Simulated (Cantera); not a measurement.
A closed system holds: 1 mol (CH3)2SiCl2, 0.23 mol CH4, 25 mol H2, 1.8 mol HCl, held at 10.0 mbar.

Method: chemical equilibrium by Gibbs-energy minimisation in Cantera with the NASA 1993 tables (ideal gas, pure condensed phases). Candidate condensed phases: C, C6H6, C7H8, C8H18, Si, SiC; 109 gas species. The feed counts by its element totals alone. The tables' values for SiCl3 are old estimates; treat these amounts as uncertain. Rates play no part.

x: gas mole fraction; n: condensed amount in mol.

```tsv
T (°C)	x H2	x HCl	x SiCl4	x CH4	x H	x SiCl2	x SiHCl3	n C(graphite)	n SiC(s)
675	0.898	0.0938	0.00696	0.00138	4.97e-9	3.59e-6	0.000300	1.41	0.774
775	0.882	0.116	0.00134	0.000454	7.26e-8	1.66e-5	0.000104	1.26	0.953
875	0.879	0.121	0.000198	0.000184	6.72e-7	4.39e-5	2.89e-5	1.23	0.991
975	0.879	0.121	3.56e-5	8.61e-5	4.38e-6	9.37e-5	9.09e-6	1.23	0.995
1075	0.879	0.121	…	…	…	…	…	1.23	0.994
1175	0.879	0.121	…	…	…	…	…	1.24	0.990
1275	0.879	0.121	7.59e-7	1.58e-5	0.000289	0.000481	6.76e-7	1.24	0.985
1375	0.878	0.120	2.86e-7	1.03e-5	0.000835	0.000718	3.50e-7	1.25	0.977
```

Q: Some entries are withheld; supply them.

A: 
- 1175, x SiCl4: 2.30e-6
- 1175, x CH4: 2.58e-5
- 1175, x H: 8.64e-5
- 1175, x SiCl2: 0.000302
- 1175, x SiHCl3: 1.43e-6
- 1075, x SiCl4: 8.17e-6
- 1075, x CH4: 4.50e-5
- 1075, x H: 2.17e-5
- 1075, x SiCl2: 0.000176
- 1075, x SiHCl3: 3.36e-6
